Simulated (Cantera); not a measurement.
Thermodynamics of silicon nitride deposition, feed SiHCl₃ + N₂ + H₂ + NH₃

A closed system holds: 1 mol SiHCl₃, 0.44 mol N₂, 0.29 mol H₂, 7.4 mol NH₃.

Cantera equilibrium calculation (NASA polynomials, part measured and part estimated; ideal gas, pure solids and liquids). Candidate condensed phases: NH₄Cl, Si, Si₃N₄; 28 gas species. The tables' values for SiCl₃ are old estimates. Kinetics and transport are ignored.

Stable condensed phases:

```
T in K \ P in Pa
              5     21     85    350   1400   5900  24000 100000
   1725       A      B      B      B      C      C      C      C
   1700       A      B      B      B      C      C      C      C
   1675       B      B      B      B      C      C      C      C
   1650       B      B      B      C      C      C      C      C
   1625       B      B      B      C      C      C      C      C
   1600       B      B      B      C      C      C      C      C
   1575       B      B      C      C      C      C      C      C
   1550       B      B      C      C      C      C      C      C
   1525       B      B      C      C      C      C      C      C
   1500       B      C      C      C      C      C      C      C
   1475       B      C      C      C      C      C      C      C
```

A: gas only; B: Si; C: Si₃N₄.
